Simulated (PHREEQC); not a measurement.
0.48 g of hydrous ferric oxide (600 m²/g; 0.2 weak and 0.005 strong sites per Fe, Dzombak-Morel constants, diffuse double layer) in 1 kg of water with 0.001 mol/kgw of an inert sodium salt and 0.00074 mol Na2SeO4, at 25 °C; the pH is set by adding NaOH or the inert anion's acid. Oxygen is held at 0.21 atm. The system is closed to CO2. Precipitation was switched off in this run.

The series has 17 steps of pH, from 4 to 12.

The numbers come from PHREEQC with the ion-association model, wateq4f.dat.

### Question
Near which pH is half of the Se sorbed, and on which side is more sorbed?

### Answer
Near pH 5.4, with more sorbed at lower pH.

Species that the database lacks are ignored.
